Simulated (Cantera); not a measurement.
A closed system holds: 1 mol SiCl₄, 0.49 mol C₃H₈, 27 mol H₂, equilibrated at 0.200 bar.

Cantera equilibrium calculation (NASA polynomials, part measured and part estimated; ideal gas, pure solids and liquids). Candidate condensed phases: C, C₆H₆, C₇H₈, C₈H₁₈, Si, SiC; 109 gas species. The tables' values for SiCl, SiCl₃ are old estimates; treat these amounts as uncertain. Gases not in the tables: Si₂H₆ and higher silanes. The numbers say what is thermodynamically allowed, not how fast it happens.

Question: At 2125 °C, list the 4 most abundant gas species with their mole fractions, and the condensed phases.

Answer: H₂ 0.837, HCl 0.113, H 0.0322, C₂H₂ (acetylene) 0.00578. Condensed: C(graphite) + SiC(s).
